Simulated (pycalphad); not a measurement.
An equivalent pycalphad script:

```python
from pycalphad import Database, equilibrium, calculate, variables as v
import numpy as np
db = Database('COST507.tdb')
comps = ['AL', 'SI', 'MN', 'VA']
phases = ['AL11MN4', 'AL12MN', 'AL4MN', 'AL6MN', 'AL8MN5_D810', 'ALMNSI_ALPHA', 'ALMNSI_BETA', 'ALMNSI_DELTA', 'BCC_A2', 'CBCC_A12', 'CUB_A13', 'DIAMOND_A4', 'FCC_A1', 'HCP_A3', 'LIQUID', 'MN11SI19', 'MN3SI', 'MN5SI3', 'MN6SI', 'MN9SI2', 'MNSI']
eq = equilibrium(db, comps, phases, {v.X('SI'): 0.0047, v.X('MN'): 0.0964, v.T: np.arange(1850, 499, -50), v.P: 101325, v.N: 1}, output=['HM', 'SM'])
```

Computed with pycalphad from the COST 507 light-alloy database (1999), at 1 atm. The data set is of 1999 and partly superseded. Phase fractions are per mole of atoms. Kinetics are ignored, which matters at the lower temperatures.

Results at three of the temperatures:

```
T = 1400.00 K, P = 101325 Pa, N = 1 mol of atoms
G = -81326 J/mol, H = 38600 J/mol, S = 85.66 J/(mol K)  (SER reference)
chemical potentials (J/mol): Al -75927, Si -126379, Mn -129470
phase             fraction      x(Al)      x(Si)      x(Mn)
LIQUID              1.0000     0.8989     0.0047     0.0964
```

```
T = 1100.00 K, P = 101325 Pa, N = 1 mol of atoms
G = -56911 J/mol, H = 24000 J/mol, S = 73.56 J/(mol K)  (SER reference)
chemical potentials (J/mol): Al -51003, Si -82006, Mn -110775
phase             fraction      x(Al)      x(Si)      x(Mn)
LIQUID              0.7517     0.9316     0.0063     0.0622
AL4MN               0.2483     0.8000       none     0.2000
```

```
T = 900.00 K, P = 101325 Pa, N = 1 mol of atoms
G = -43769 J/mol, H = 5212 J/mol, S = 54.42 J/(mol K)  (SER reference)
chemical potentials (J/mol): Al -35906, Si -54677, Mn -116556
phase             fraction      x(Al)      x(Si)      x(Mn)
AL6MN               0.5857     0.8571       none     0.1429
FCC_A1              0.3520     0.9942   0.000482     0.0054
ALMNSI_ALPHA        0.0623     0.7534     0.0727     0.1739
```

Changes of the phase set, refined by bisection:

```
T (K)                     phases above                   phases below
-------  -----------------------------  -----------------------------
1157.9                          liquid                 AL4MN + liquid
1088.1                  AL4MN + liquid   AL4MN + ALMNSI_BETA + liquid
977 ± 1   AL4MN + ALMNSI_BETA + liquid   AL6MN + ALMNSI_BETA + liquid
939 ± 2   AL6MN + ALMNSI_BETA + liquid  AL6MN + ALMNSI_ALPHA + liquid
927.1    AL6MN + ALMNSI_ALPHA + liquid     AL6MN + ALMNSI_ALPHA + fcc
814.3       AL6MN + ALMNSI_ALPHA + fcc  AL12MN + AL6MN + ALMNSI_ALPHA
```

Database names, with the compositions (at.%) that they take in these runs: AL4MN: Al 80 Mn 20; ALMNSI_BETA: Al 72 Mn 23 Si 4; AL6MN: Al 86 Mn 14; ALMNSI_ALPHA: Al 75-78 Mn 17 Si 4-7; AL12MN: Al 92 Mn 8. FCC_A1 is fcc. An entry "none" or "no" means that the model of the phase leaves that element out.
